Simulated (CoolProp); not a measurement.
n-butane along the isobar 0.949 MPa: density (kg/m³) from the reference equation and from simpler models built on Tc = 425.1 K, pc = 3.796 MPa, ω = 0.201; each cubic takes its own stable root.

Computed with CoolProp (reference Helmholtz-energy equation of state, Bücker 2006).

```json
[
 {"T (K)": "340.4", "phase": "liquid", "reference": "519.7", "Soave-Redlich-Kwong": "472.3", "Peng-Robinson": "535.9"},
 {"T (K)": "358.4", "phase": "gas", "reference": "22.46", "Soave-Redlich-Kwong": "22.21", "Peng-Robinson": "22.50"},
 {"T (K)": "376.5", "phase": "gas", "reference": "20.58", "Soave-Redlich-Kwong": "20.47", "Peng-Robinson": "20.72"},
 {"T (K)": "394.5", "phase": "gas", "reference": "19.10", "Soave-Redlich-Kwong": "19.06", "Peng-Robinson": "19.28"},
 {"T (K)": "412.6", "phase": "gas", "reference": "17.88", "Soave-Redlich-Kwong": "17.88", "Peng-Robinson": "18.07"},
 {"T (K)": "430.6", "phase": "gas", "reference": "16.85", "Soave-Redlich-Kwong": "16.86", "Peng-Robinson": "17.03"},
 {"T (K)": "448.7", "phase": "gas", "reference": "15.96", "Soave-Redlich-Kwong": "15.97", "Peng-Robinson": "16.13"},
 {"T (K)": "466.7", "phase": "gas", "reference": "15.18", "Soave-Redlich-Kwong": "15.19", "Peng-Robinson": "15.33"},
 {"T (K)": "484.8", "phase": "gas", "reference": "14.48", "Soave-Redlich-Kwong": "14.49", "Peng-Robinson": "14.62"},
 {"T (K)": "502.8", "phase": "gas", "reference": "13.86", "Soave-Redlich-Kwong": "13.87", "Peng-Robinson": "13.98"},
 {"T (K)": "520.9", "phase": "gas", "reference": "13.29", "Soave-Redlich-Kwong": "13.30", "Peng-Robinson": "13.40"},
 {"T (K)": "538.9", "phase": "gas", "reference": "12.78", "Soave-Redlich-Kwong": "12.78", "Peng-Robinson": "12.88"},
 {"T (K)": "557", "phase": "gas", "reference": "12.31", "Soave-Redlich-Kwong": "12.31", "Peng-Robinson": "12.39"},
 {"T (K)": "575", "phase": "gas", "reference": "11.87", "Soave-Redlich-Kwong": "11.87", "Peng-Robinson": "11.95"}
]
```
